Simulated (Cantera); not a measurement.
An isothermal, constant-pressure homogeneous reactor starts with H₂ : O₂ : N₂ = 0.062 : 1 : 2.4 (molar parts), equivalence ratio 0.031, at 1075 K and 0.0267 bar.

Cantera simulation using the H2/O2 subset of GRI-Mech 3.0, which has no nitrogen chemistry; the numbers are that mechanism's predictions, not measurements. Radical loss at walls, strong at low pressure, is not modelled.

One state of this run: x H₂ = 3.40e-5; x O₂ = 0.282; x H₂O = 0.0179; x H = 7.91e-5; x OH = 0.000214; x H₂O₂ = 5.23e-8; x O = 0.000751. x: mole fraction; the columns are a selection and need not sum to one.

Q: Which value of t (s) does it belong to?
A. 30.0
B. 0.0197
C. 0.0854
D. 1.30e-5

A: C, 0.0854
